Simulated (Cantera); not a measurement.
A perfectly stirred reactor is fed with CH4 : C2H6 : C3H8 : O2 : N2 = 1 : 1.4 : 0.18 : 15.6 : 58.7 (molar parts), at 760 Torr; it is adiabatic with a 798 K inlet, and is followed from long to short residence time, starting on the burning branch (τ in s: 0.36, 0.17, 0.077, 0.036, 0.016, 0.0076, 0.0035, 0.0016, 0.00075, 0.00035, 0.00016, 7.4e-05, 3.4e-05).

Cantera simulation using GRI-Mech 3.0 (53 species, 325 reactions); the numbers are that mechanism's predictions, not measurements.

Task: Predict: blow-out, bracketed by the residence times tried; x(CH4) at τ = 0.360 s; x(C2H6) at τ = 0.360 s; x(C3H8) at τ = 0.360 s; x(H2O2) at τ = 0.360 s; x(OH) at τ = 0.360 s; x(CH4) at τ = 3.50 ms; x(C2H6) at τ = 3.50 ms; x(C3H8) at τ = 3.50 ms; x(H2O2) at τ = 3.50 ms; x(OH) at τ = 3.50 ms.

Result: 
| Property | Result |
|---|---|
| blow-out, bracketed by the residence times tried | burning at 0.160 ms, out at 74.0 µs |
| x(CH4) at τ = 0.360 s | 6.18e-7 |
| x(C2H6) at τ = 0.360 s | 1.49e-7 |
| x(C3H8) at τ = 0.360 s | 1.79e-8 |
| x(H2O2) at τ = 0.360 s | 4.37e-8 |
| x(OH) at τ = 0.360 s | 0.00121 |
| x(CH4) at τ = 3.50 ms | 1.35e-5 |
| x(C2H6) at τ = 3.50 ms | 4.63e-6 |
| x(C3H8) at τ = 3.50 ms | 5.83e-7 |
| x(H2O2) at τ = 3.50 ms | 1.79e-7 |
| x(OH) at τ = 3.50 ms | 0.00373 |
